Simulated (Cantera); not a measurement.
Charge: 1 mol Si₂H₆, 2.7 mol NO, equilibrated at 75.0 Torr.

These are equilibrium values from Cantera (NASA tables, ideal gas, pure condensed phases), not measurements of a reactor. Candidate condensed phases: H₂O, Si, SiO₂, Si₂N₂O, Si₃N₄; 35 gas species. The feed counts by its element totals alone. Mutual solubility and eutectic melting of coexisting phases are not modelled. The tables hold silica as quartz up to 1696 K and as liquid above; real silica turns to tridymite and cristobalite and melts near 1996 K. The numbers say what is thermodynamically allowed, not how fast it happens. All values below are at 1500 K.

Base state: H₂ 0.766, N₂ 0.234, H₂O 0.000169, SiO 7.78e-5, H 4.87e-5 (mole fractions); condensed: SiO₂(β-quartz) + Si₂N₂O(s).

Task: What changes in the equilibrium state with this change: pressure from 75.0 Torr to 10.0 Torr?

Result: 
```csv
species,before,after
H₂,0.766,0.765
N₂,0.234,0.234
SiO,7.78e-5,0.00114
H,4.87e-5,0.000133
H₂O,0.000169,8.61e-5
"SiO₂(β-quartz), mol",1.13,1.13
"Si₂N₂O(s), mol",0.433,0.432
```
